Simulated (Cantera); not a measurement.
An adiabatic, constant-volume homogeneous reactor starts with 12.0 % CH4, 18.5 % O2, 69.5 % N2, at 1050 K and 1.88 atm.

Computed with Cantera and GRI-Mech 3.0 (53 species, 325 reactions).

Question: Predict: time of steepest temperature rise; temperature at 7.00 s; equilibrium temperature; x(O2) at 7.00 s; x(H2O) at 7.00 s; x(NO) at 7.00 s; x(HCO) at 7.00 s.

Answer: 
```
Item                                                                Result
---------------------------------  ---------------------------------------
time of steepest temperature rise                                  0.268 s
temperature at 7.00 s                                               2842 K
equilibrium temperature                                             2842 K
x(O2) at 7.00 s                    0.00204 (gas-phase equilibrium 0.00204)
x(H2O) at 7.00 s                       0.173 (gas-phase equilibrium 0.173)
x(NO) at 7.00 s                    0.00350 (gas-phase equilibrium 0.00350)
x(HCO) at 7.00 s                   2.95e-7 (gas-phase equilibrium 2.95e-7)
```
